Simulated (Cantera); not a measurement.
Cantera with NASA thermochemical tables; ideal gases at 1 bar, condensed phases pure. Values are per mole of reaction as written; species without (g) are pure solids or liquids, kept so even where they would boil at 1 bar.

N2O(g) + 2 VO2(g) → 2 NO(g) + V2O3

```
T (K)  ΔH° (kJ)  ΔS° (J/K)  ΔG° (kJ)  log10 K
-----  --------  ---------  --------  -------
2398          ?          ?         ?        ?
2423          ?          ?         ?        ?
2448     -426.8      -86.3    -215.6     4.60
2473     -425.4      -85.7    -213.4     4.51
2498          ?          ?         ?        ?
2523     -422.8      -84.7    -209.2     4.33
2548     -421.4      -84.1    -207.1     4.25
2573          ?          ?         ?        ?
```

### Question
Fill in the missing entries.

### Answer

- 2398, ΔH° (kJ): -429.4
- 2398, ΔS° (J/K): -87.4
- 2398, ΔG° (kJ): -219.9
- 2398, log10 K: 4.79
- 2423, ΔH° (kJ): -428.1
- 2423, ΔS° (J/K): -86.8
- 2423, ΔG° (kJ): -217.8
- 2423, log10 K: 4.69
- 2498, ΔH° (kJ): -424.1
- 2498, ΔS° (J/K): -85.2
- 2498, ΔG° (kJ): -211.3
- 2498, log10 K: 4.42
- 2573, ΔH° (kJ): -420.1
- 2573, ΔS° (J/K): -83.6
- 2573, ΔG° (kJ): -205.0
- 2573, log10 K: 4.16
